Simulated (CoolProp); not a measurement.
Vapour-liquid equilibrium of CHF3 (R23) (1) + isobutane (2) at -11.45 °C; x and y are mole fractions of (1).

Values from CoolProp's multi-fluid Helmholtz-energy mixture model, Penoncello 2003 and Bücker 2006; pair parameters Bell 2016.

```csv
x,"bubble pressure, mixture model (bar)","bubble pressure, Raoult's law (bar)","y, mixture model","y, Raoult's law"
0.05,3.704,1.878,0.714,0.481
0.125,7.063,3.156,0.845,0.716
0.2,[?],4.435,0.884,0.815
0.275,11.41,5.713,0.902,0.870
0.35,[?],6.992,[?],0.905
0.425,13.38,8.271,0.917,0.929
0.5,13.89,9.549,0.921,0.946
0.575,14.30,10.83,0.924,0.960
0.65,14.70,12.11,0.928,0.970
0.725,[?],13.39,0.934,0.979
0.8,15.76,14.66,[?],0.986
0.875,16.51,15.94,0.957,0.992
0.95,17.41,17.22,0.979,0.997
```

Problem. Complete the blanks.

Solution. 
- 0.2, bubble pressure, mixture model (bar): 9.608
- 0.35, bubble pressure, mixture model (bar): 12.61
- 0.35, y, mixture model: 0.911
- 0.725, bubble pressure, mixture model (bar): 15.17
- 0.8, y, mixture model: 0.943

The largest gap from Raoult's law is +123.8 % in bubble pressure, at x = 0.125. No azeotrope shows between x = 0.05 and 0.95.

The pair parameters rest on a limited set of measurements; away from them the model extrapolates. With so large a gap from Raoult's law the liquid may split in two, which this calculation doesn't test in full.
